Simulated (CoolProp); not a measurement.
Vapour-liquid equilibrium of n-butane (1) + trans-2-butene (2) at 114.35 °C; x and y are mole fractions of (1).

Model: multi-fluid Helmholtz-energy mixture model, Bücker 2006 and Lemmon 2005; pair parameters Bell 2016, in CoolProp.

| x | bubble pressure (MPa) | y at the bubble point | dew pressure at overall composition x (MPa) | liquid density (mol/L) |
|---|---|---|---|---|
| 0.05 | 1.989 | 0.052 | 1.989 | 8.198 |
| 0.2 | 2.003 | 0.204 | 2.003 | 8.075 |
| 0.35 | 2.011 | 0.352 | 2.011 | 7.961 |
| 0.5 | 2.014 | 0.500 | 2.014 | 7.855 |
| 0.65 | 2.013 | 0.649 | 2.013 | 7.757 |
| 0.8 | 2.009 | 0.798 | 2.009 | 7.664 |
| 0.95 | 2.002 | 0.949 | 2.002 | 7.576 |

y crosses x between x = 0.5 and 0.65: the model has an azeotrope there.

Pair parameters are fitted to limited data, so mixtures are less certain than the pure fluids.
